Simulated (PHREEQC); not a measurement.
A solution holds 0.0023 mol H2SO4 and 4.3e-05 mol ZnSO4 per kg of water, at 25 °C. Closed to the air; pH follows from the charge balance.

All values are PHREEQC results (ion-association model, phreeqc.dat), not measurements.

```
quantity                    before     after
------------------------  --------  --------
pH                            2.42      6.62
ionic strength (mol/kgw)   0.00599  0.000170
SO4-2 (mol/kgw)            0.00181   4.26e-5
HSO4- (mol/kgw)           0.000524  9.53e-10
Zn+2 (mol/kgw)             3.51e-5   4.24e-5
ZnSO4 (mol/kgw)            7.80e-6   3.76e-7
```

What was changed between the two runs?
A) ZnSO4 from 4.3e-05 to 4.73e-05 mol/kgw
B) temperature from 25 to 65 °C
C) H2SO4 left out
D) diluted 10-fold with water

C, H2SO4 left out

Precipitation was switched off in this run.
